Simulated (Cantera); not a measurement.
An isothermal plug-flow reactor at 1250 K and 675 Torr (inlet), inlet velocity 0.16 m/s, active area per volume 370 1/m; feed 0.582 % CH₄, 20.1 % O₂, 79.3 % N₂, equivalence ratio 0.058.

Cantera simulation using Deutschmann's 1995 Pt surface mechanism with GRI-Mech 3.0 gas chemistry; the numbers are that mechanism's predictions, not measurements. Catalytic surfaces can have several steady states; this one follows from the mechanism file's or the stated starting coverage. Mass transfer to the wall is taken as infinitely fast.

x: gas mole fraction; θ: surface coverage.

```json
[
 {"z (m)": "0.00021", "x CH₄": "0.00459", "x O₂": "0.198", "x H₂O": "0.00240", "x CO₂": "0.00118", "x CO": "7.00e-6", "θ free Pt": "0.432", "θ O*": "0.567", "θ OH*": "0.000528"},
 {"z (m)": "0.00045", "x CH₄": "…", "x O₂": "0.196", "x H₂O": "…", "x CO₂": "…", "x CO": "…", "θ free Pt": "0.433", "θ O*": "0.567", "θ OH*": "…"},
 {"z (m)": "0.00096", "x CH₄": "…", "x O₂": "0.193", "x H₂O": "…", "x CO₂": "…", "x CO": "…", "θ free Pt": "0.433", "θ O*": "0.566", "θ OH*": "…"},
 {"z (m)": "0.0021", "x CH₄": "0.000373", "x O₂": "0.190", "x H₂O": "0.0107", "x CO₂": "0.00526", "x CO": "1.93e-6", "θ free Pt": "0.434", "θ O*": "0.565", "θ OH*": "0.00108"},
 {"z (m)": "0.0045", "x CH₄": "1.36e-5", "x O₂": "0.189", "x H₂O": "0.0115", "x CO₂": "0.00574", "x CO": "1.79e-7", "θ free Pt": "0.434", "θ O*": "0.564", "θ OH*": "0.00112"},
 {"z (m)": "0.0096", "x CH₄": "1.22e-8", "x O₂": "0.189", "x H₂O": "0.0116", "x CO₂": "0.00580", "x CO": "2.93e-8", "θ free Pt": "0.434", "θ O*": "0.564", "θ OH*": "0.00112"},
 {"z (m)": "0.021", "x CH₄": "8.67e-11", "x O₂": "0.189", "x H₂O": "0.0116", "x CO₂": "0.00581", "x CO": "3.17e-9", "θ free Pt": "0.434", "θ O*": "0.564", "θ OH*": "0.00112"}
]
```

What belongs in the gaps?


- 0.00045, x CH₄: 0.00343
- 0.00045, x H₂O: 0.00460
- 0.00045, x CO₂: 0.00224
- 0.00045, x CO: 5.98e-6
- 0.00045, θ OH*: 0.000715
- 0.00096, x CH₄: 0.00177
- 0.00096, x H₂O: 0.00779
- 0.00096, x CO₂: 0.00378
- 0.00096, x CO: 5.16e-6
- 0.00096, θ OH*: 0.000922
